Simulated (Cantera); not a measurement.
Feed: 1 mol Zr, 0.13 mol N2, 5.8 mol H2.

Equilibrium computed with Cantera from the NASA thermochemical tables; the gas is ideal and each condensed phase is pure. Candidate condensed phases: Zr, ZrN; 11 gas species. Mutual solubility and eutectic melting of coexisting phases are not modelled. ZrN: taken at fixed stoichiometry. Condensed phases not in the tables: N, O or C dissolved in the metal. Rates play no part.

Stable condensed phases, one row left out:

```
T in °C \ P in Pa
            0.10    0.75     5.6      42     320    2400   18000  130000 1000000
   2377        A       A       A       B       C       C       C       C       C
   2327        A       A       A       B       C       C       C       C       C
   2277        A       A       A       C       C       C       C       C       C
   2227        A       A       B       C       C       C       C       C       C
   2177        A       A       B       C       C       C       C       C       C
   2127        A       A       C       C       C       C       C       C       C
   2027        A       B       C       C       C       C       C       C       C
   1977        A       C       C       C       C       C       C       C       C
```

A: gas only; B: Zr; C: Zr + ZrN.

**Question.** Give the row for 2077 °C.

**Answer.** 0.10: gas only; 0.75: Zr; 5.6: Zr + ZrN; 42: Zr + ZrN; 320: Zr + ZrN; 2400: Zr + ZrN; 18000: Zr + ZrN; 130000: Zr + ZrN; 1000000: Zr + ZrN.
